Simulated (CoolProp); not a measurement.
CF4 (R14) at several states: Z from the reference equation and from simpler models built on Tc = 227.4 K, pc = 37.62 bar, ω = 0.178; each cubic takes its own stable root.

Model: reference Helmholtz-energy equation of state, Platzer 1990, in CoolProp. This equation is an older, rougher fit; its heat capacities, sound speeds and derivatives of the liquid may be far off and weren't checked against measurements.

```tsv
T (K)	p (bar)	phase	reference
225.7	0.342	gas	0.9968
496.8	37.4	gas	1.003
330.1	34.8	gas	0.9178
438.6	2.05	gas	0.9991
228.3	101	supercritical	0.4082
```

Problem. How far does each simpler model (van der Waals, Redlich-Kwong, Soave-Redlich-Kwong) lie from the reference over these 5 states: mean and median of the absolute difference, and the worst?

Solution. 
- van der Waals: mean 7.8 %, median 3.0 %, worst +32.5 % at 228.3 K and 101 bar
- Redlich-Kwong: mean 2.1 %, median 1.7 %, worst +6.6 % at 228.3 K and 101 bar
- Soave-Redlich-Kwong: mean 1.6 %, median 0.3 %, worst +6.7 % at 228.3 K and 101 bar
